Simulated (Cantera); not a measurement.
A perfectly stirred reactor is fed with N₂O : H₂ : N₂ = 1 : 0.016 : 0.67 (molar parts), at 101000 Pa; it is held at 1100 K, and followed from long to short residence time.

Cantera simulation using GRI-Mech 3.0 (53 species, 325 reactions); the numbers are that mechanism's predictions, not measurements. GRI-Mech 3.0 was tuned for natural gas; its chemistry of N2O as a main component is partial and can be far from experiment. The mechanism lacks the step 2 NO + O2 → 2 NO2, which can matter for NO2 below about 1400 K. The temperature is held fixed by assumption; the heat of reaction is taken as removed at once.

### Question
What does this change do: N2O 1 to 5.2 parts?

### Answer
| quantity | before | after |
|---|---|---|
| x(N₂O) at τ = 7.10 s | 0.360 | 0.524 |
| x(H₂) at τ = 7.10 s | 2.13e-5 | 1.05e-5 |
| x(O) at τ = 7.10 s | 2.31e-7 | 2.30e-7 |
| x(NO₂) at τ = 7.10 s | 0.000229 | 0.000286 |
| x(H₂O₂) at τ = 7.10 s | 6.52e-9 | 2.07e-9 |
| x(N₂O) at τ = 31.0 ms | 0.584 | 0.879 |
| x(H₂) at τ = 31.0 ms | 0.00210 | 0.000903 |
| x(O) at τ = 31.0 ms | 2.96e-7 | 3.02e-7 |
| x(NO₂) at τ = 31.0 ms | 4.32e-6 | 2.12e-5 |
| x(H₂O₂) at τ = 31.0 ms | 4.84e-8 | 3.48e-8 |

### Question
What does this change do: pressure from 101000 Pa to 13300 Pa?

### Answer
```csv
quantity,before,after
x(N₂O) at τ = 7.10 s,0.360,0.532
x(H₂) at τ = 7.10 s,2.13e-5,0.000122
x(O) at τ = 7.10 s,2.31e-7,3.26e-7
x(NO₂) at τ = 7.10 s,0.000229,7.89e-5
x(H₂O₂) at τ = 7.10 s,6.52e-9,1.77e-9
x(N₂O) at τ = 31.0 ms,0.584,0.590
x(H₂) at τ = 31.0 ms,0.00210,0.00618
x(O) at τ = 31.0 ms,2.96e-7,2.66e-7
x(NO₂) at τ = 31.0 ms,4.32e-6,4.02e-7
x(H₂O₂) at τ = 31.0 ms,4.84e-8,3.71e-8
```
